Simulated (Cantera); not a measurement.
An adiabatic, constant-pressure homogeneous reactor starts with 36.3 % H₂, 11.3 % O₂, 52.3 % N₂, equivalence ratio 1.6, at 950 K and 0.610 bar.

Computed with Cantera and GRI-Mech 3.0 (53 species, 325 reactions).

Problem. Predict: time of steepest temperature rise; temperature at 1.00 s; equilibrium temperature; x(H₂) at 1.00 s; x(O₂) at 1.00 s; x(NO₂) at 1.00 s; x(H) at 1.00 s; x(HO₂) at 1.00 s.

Solution. 
* **time of steepest temperature rise**: 0.995 ms
* **temperature at 1.00 s**: 2490 K
* **equilibrium temperature**: 2490 K
* **x(H₂) at 1.00 s**: 0.150 (gas-phase equilibrium 0.150)
* **x(O₂) at 1.00 s**: 0.000146 (gas-phase equilibrium 0.000146)
* **x(NO₂) at 1.00 s**: 9.50e-9 (gas-phase equilibrium 9.50e-9)
* **x(H) at 1.00 s**: 0.0120 (gas-phase equilibrium 0.0120)
* **x(HO₂) at 1.00 s**: 8.29e-8 (gas-phase equilibrium 8.29e-8)
